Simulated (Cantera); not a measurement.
Input (Python, Cantera) and output of one run.

```python
import numpy as np
import cantera as ct

gas_names = """
    H HNO HNO2 HNO3 HO2 H2 H2O H2O2 N NH NH2 NH3 NH2OH NO NO2 NO3 N2 N2H2 N2H4 N2O O OH O2 O3 Si SiH
    SiH2 SiH3 SiH4 SiN SiO SiO2 Si2 Si2N Si3
""".split()
cond_names = """
    H2O(s) H2O(L) Si(cr) Si(L) SiO2(Lqz) SiO2(hqz) SiO2(L) Si2N2O(s) Si3N4(a)
""".split()


# ... load() reads the species with a 1 bar reference pressure and builds the phases ...
atoms = {
    'Si3N4': {'Si': 3, 'N': 4},
    'H2O': {'H': 2, 'O': 1},
    'H2': {'H': 2},
}
top_T = {'Si2N2O(s)': 2100, 'Si3N4(a)': 2400}  # K; cautious upper limits of use, not melting points


# ... equilibrate(T, P, feed) seeds the gas with the atoms and calls Mixture.equilibrate('TP', solver="vcs", rtol=1e-11, max_steps=5000) ...
results = []
feed = {'Si3N4': 1, 'H2O': 0.001, 'H2': 1.5}  # mol
T = 2223.15  # K
for P in [0.1, 0.75, 5.6, 42, 320, 2400, 18000, 130000, 1000000]:
    mix = equilibrate(T, P, feed)
    results.append((T, P, feed, dict(zip(mix.species_names, mix.species_moles))))
    x = sorted(zip(gas.X, gas.species_names), reverse=True)
    print(f"T = {T:g} K  P = {P:g} Pa  gas = {mix.phase_moles(0):.4g} mol")
    print("   x: " + "  ".join(f"{s} {v:.3e}" for v, s in x if v > 1e-05))
    print("   condensed (mol): " + ("  ".join(f"{mix.phase(i).name} {mix.phase_moles(i):.4g}"
          for i in range(1, mix.n_phases) if mix.phase_moles(i) > 1e-12) or "none"))
```

It prints:

```
T = 2223.15 K  P = 0.1 Pa  gas = 7.975 mol
   x: Si 3.760e-01  H 3.698e-01  N2 2.508e-01  H2 3.326e-03  SiO 1.254e-04  SiN 3.039e-05
   condensed (mol): none
T = 2223.15 K  P = 0.75 Pa  gas = 7.835 mol
   x: Si 3.825e-01  H 3.407e-01  N2 2.552e-01  H2 2.118e-02  SiO 1.276e-04  SiN 8.543e-05  SiH 6.454e-05  Si2 3.992e-05
   condensed (mol): none
T = 2223.15 K  P = 5.6 Pa  gas = 7.397 mol
   x: Si 4.041e-01  N2 2.702e-01  H 2.437e-01  H2 8.089e-02  SiH 3.640e-04  Si2 3.326e-04  SiN 2.537e-04  SiO 1.352e-04  Si2N 1.352e-05
   condensed (mol): none
T = 2223.15 K  P = 42 Pa  gas = 6.893 mol
   x: Si 4.260e-01  N2 2.896e-01  H2 1.554e-01  H 1.233e-01  Si2 2.773e-03  SiH 1.457e-03  SiN 7.584e-04  Si2N 3.196e-04  Si3 2.084e-04  SiO 1.451e-04  SiH2 2.004e-05
   condensed (mol): none
T = 2223.15 K  P = 320 Pa  gas = 4.274 mol
   x: N2 4.670e-01  H2 3.182e-01  Si 1.439e-01  H 6.393e-02  Si2 2.410e-03  SiH 1.943e-03  Si2N 9.735e-04  SiN 8.978e-04  Si3 4.659e-04  SiO 2.340e-04  SiH2 1.056e-04
   condensed (mol): Si(L) 2.337
T = 2223.15 K  P = 2400 Pa  gas = 3.623 mol
   x: N2 5.516e-01  H2 4.007e-01  H 2.620e-02  Si 1.918e-02  SiH 7.962e-04  Si2N 3.863e-04  SiN 3.563e-04  Si2 3.213e-04  SiO 2.760e-04  SiH2 1.330e-04  Si3 6.212e-05
   condensed (mol): Si(L) 2.919
T = 2223.15 K  P = 18000 Pa  gas = 3.53 mol
   x: N2 5.665e-01  H2 4.201e-01  H 9.794e-03  Si 2.558e-03  SiH 2.977e-04  SiO 2.833e-04  Si2N 1.430e-04  SiH2 1.394e-04  SiN 1.318e-04  Si2 4.284e-05
   condensed (mol): Si(L) 2.987
T = 2223.15 K  P = 130000 Pa  gas = 3.51 mol
   x: N2 5.697e-01  H2 4.256e-01  H 3.668e-03  Si 3.542e-04  SiO 2.848e-04  SiH2 1.413e-04  SiH 1.115e-04  Si2N 5.335e-05  SiN 4.920e-05
   condensed (mol): Si(L) 2.996
T = 2223.15 K  P = 1e+06 Pa  gas = 1.945 mol
   x: H2 7.705e-01  N2 2.267e-01  H 1.780e-03  SiO 5.126e-04  SiH2 2.558e-04  SiH 5.410e-05  NH3 4.634e-05  Si 4.604e-05  Si2N 1.213e-05  SiN 1.119e-05
   condensed (mol): Si(L) 0.6597  Si3N4(a) 0.7795
```

Equilibrium computed with Cantera from the NASA thermochemical tables; the gas is ideal and each condensed phase is pure. Mutual solubility and eutectic melting of coexisting phases are not modelled. The tables' values for SiN are old estimates; treat these amounts as uncertain. Gases not in the tables: Si2H6 and higher silanes.
